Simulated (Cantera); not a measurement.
What does this Cantera script print?

```python
import numpy as np
import cantera as ct

gas = ct.Solution("h2o2.yaml")
gas.TPX = 950, 140, {'H2': 0.077, 'O2': 0.18}
reactor = ct.IdealGasConstPressureReactor(gas, energy="off", clone=False)
net = ct.ReactorNet([reactor])
net.rtol, net.atol = 1e-08, 1e-18
show = ['H2', 'O2', 'OH', 'H2O2', 'HO2']
times = np.geomspace(2e-06, 2, 13)

steps = ct.SolutionArray(gas, extra=["t"])
rows = []
print(f"{'t/s':>10s}{'T/K':>9s}{'P/Pa':>11s}" + "".join(f"{s:>11s}" for s in show))
for t in times:
    while net.time < t:
        t_next = net.step()
        steps.append(gas.state, t=t_next)
    rows.append([np.interp(t, steps.t, y) for y in (steps.T, steps.P, *steps(*show).X.T)])
    print(f"{t:10.3e}{rows[-1][0]:9.1f}{rows[-1][1]:11.4g}" + "".join(f"{x:11.3e}" for x in rows[-1][2:]))
rate = np.gradient(steps.T, steps.t)
print("integrator steps:", len(steps.t))
if steps.T.max() > steps.T[0] + 200:
    print(f"time of steepest temperature rise: {steps.t[rate.argmax()]:.4e} s")
gas.TPX = 950, 140, {'H2': 0.077, 'O2': 0.18}
gas.equilibrate("TP")
print(f"equilibrium (TP): T = {gas.T:.1f} K  " + "  ".join(f"{s} {gas[s].X[0]:.3e}" for s in show))
```

Result:

```
       t/s      T/K       P/Pa         H2         O2         OH       H2O2        HO2
 2.000e-06    950.0        140  2.996e-01  7.004e-01  4.144e-17  1.773e-20  1.012e-13
 6.325e-06    950.0        140  2.996e-01  7.004e-01  4.098e-16  1.770e-19  3.202e-13
 2.000e-05    950.0        140  2.996e-01  7.004e-01  3.915e-15  1.731e-18  1.013e-12
 6.325e-05    950.0        140  2.996e-01  7.004e-01  3.633e-14  1.730e-17  3.202e-12
 2.000e-04    950.0        140  2.996e-01  7.004e-01  2.933e-13  1.720e-16  1.013e-11
 6.325e-04    950.0        140  2.996e-01  7.004e-01  1.850e-12  1.717e-15  3.203e-11
 2.000e-03    950.0        140  2.996e-01  7.004e-01  1.068e-11  1.718e-14  1.014e-10
 6.325e-03    950.0        140  2.996e-01  7.004e-01  1.327e-10  1.722e-13  3.228e-10
 2.000e-02    950.0        140  2.996e-01  7.004e-01  7.665e-08  2.395e-12  2.868e-09
 6.325e-02    950.0        140  2.389e-02  5.792e-01  4.811e-03  2.348e-08  1.791e-06
 2.000e-01    950.0        140  1.129e-02  5.953e-01  3.714e-03  2.391e-08  2.128e-06
 6.325e-01    950.0        140  3.894e-03  6.347e-01  2.212e-03  4.960e-08  2.485e-06
 2.000e+00    950.0        140  2.475e-04  6.468e-01  5.266e-04  6.607e-08  1.399e-06
integrator steps: 1318
equilibrium (TP): T = 950.0 K  H2 2.146e-10  O2 6.476e-01  OH 5.303e-07  H2O2 1.524e-11  HO2 3.391e-10
```

Model: the H2/O2 subset of GRI-Mech 3.0, which has no nitrogen chemistry, integrated in Cantera. Radical loss at walls, strong at low pressure, is not modelled. The temperature is held fixed by assumption; the heat of reaction is taken as removed at once.
